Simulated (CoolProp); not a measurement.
Properties of carbonyl sulfide along the isobar 4.54 MPa.

Model: reference Helmholtz-energy equation of state, Lemmon 2006, in CoolProp. It is a short technical equation, of lower accuracy than the large ones.

```
T (°C)   phase  density (kg/m³)  Joule-Thomson coefficient (K/MPa)  isothermal compressibility (1/MPa)  fugacity coefficient
------  ------  ---------------  ---------------------------------  ----------------------------------  --------------------
-33.55  liquid             1146                            -0.4007                            0.001535               0.04866
-7.25   liquid             1086                            -0.3120                            0.002191                0.1167
19.05   liquid             1020                            -0.1670                            0.003364                0.2302
45.45   liquid            940.9                            0.09659                            0.005908                0.3934
71.75   liquid            836.3                             0.7134                             0.01426                0.5978
98.05      gas            134.9                              14.62                              0.4030                0.7492
124.35     gas            109.7                              11.61                              0.3111                0.7996
150.65     gas            95.52                              9.637                              0.2792                0.8369
176.95     gas            85.73                              8.203                              0.2623                0.8658
```
